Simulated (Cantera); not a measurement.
An adiabatic, constant-volume homogeneous reactor starts with 21.0 % H₂, 14.8 % O₂, 55.6 % N₂, 0.252 % NO, 8.39 % CO₂, at 1775 K and 73000 Pa.

Cantera simulation using GRI-Mech 3.0 (53 species, 325 reactions); the numbers are that mechanism's predictions, not measurements.

**Question.** Predict: time of steepest temperature rise; temperature at 4.00 s; equilibrium temperature; x(H₂) at 4.00 s; x(O₂) at 4.00 s; x(NO) at 4.00 s; x(NO₂) at 4.00 s; x(O) at 4.00 s; x(HO₂) at 4.00 s.

**Answer.** 
```
Item                                                                Result
---------------------------------  ---------------------------------------
time of steepest temperature rise                                  9.04 µs
temperature at 4.00 s                                               2752 K
equilibrium temperature                                             2752 K
x(H₂) at 4.00 s                      0.0148 (gas-phase equilibrium 0.0148)
x(O₂) at 4.00 s                      0.0525 (gas-phase equilibrium 0.0525)
x(NO) at 4.00 s                      0.0149 (gas-phase equilibrium 0.0149)
x(NO₂) at 4.00 s                   5.36e-6 (gas-phase equilibrium 5.36e-6)
x(O) at 4.00 s                       0.0100 (gas-phase equilibrium 0.0100)
x(HO₂) at 4.00 s                   1.29e-5 (gas-phase equilibrium 1.29e-5)
```
